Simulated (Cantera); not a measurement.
Feed: 1 mol SiH2Cl2, 0.78 mol NH3, equilibrated at 1998.15 K and 1330 Pa.

Equilibrium computed with Cantera from the NASA thermochemical tables; the gas is ideal and each condensed phase is pure. Candidate condensed phases: NH4Cl, Si, Si3N4; 28 gas species. The tables' values for SiCl, SiCl3, SiN are old estimates; treat these amounts as uncertain. Gases not in the tables: Si2H6 and higher silanes. Kinetics and transport are ignored.

Base state: H2 0.502, HCl 0.192, SiCl2 0.177, N2 0.108, H 0.00985, Si 0.00320, SiCl 0.00300, Cl 0.00281 (mole fractions); condensed: Si(l).

Q: What changes in the equilibrium state with this change: temperature from 1998.15 K to 1573 K?

A: 
| species | before | after |
|---|---|---|
| H2 | 0.502 | 0.547 |
| HCl | 0.192 | 0.232 |
| SiCl2 | 0.177 | 0.171 |
| N2 | 0.108 | 0.0376 |
| Si2 | 3.30e-5 | 2.31e-9 |
| Si | 0.00320 | 2.13e-6 |
| Si2N | 4.18e-5 | 3.84e-8 |
| Si(l), mol | 0.335 | 0 |
| Si3N4(s), mol | 0 | 0.134 |
The tables' values for SiCl3, SiCl are old estimates; treat these amounts as uncertain.

Q: What changes in the equilibrium state with this change: SiH2Cl2 replaced by SiCl4?

A: 
```csv
species,before,after
HCl,0.192,0.522
SiCl2,0.177,0.263
N2,0.108,0.109
H2,0.502,0.0642
SiCl3,0.00128,0.0145
Cl,0.00281,0.0213
Si2,3.30e-5,2.21e-8
Si2N,4.18e-5,2.80e-8
"Si(l), mol",0.335,0
```
The tables' values for SiCl3, SiCl are old estimates; treat these amounts as uncertain.
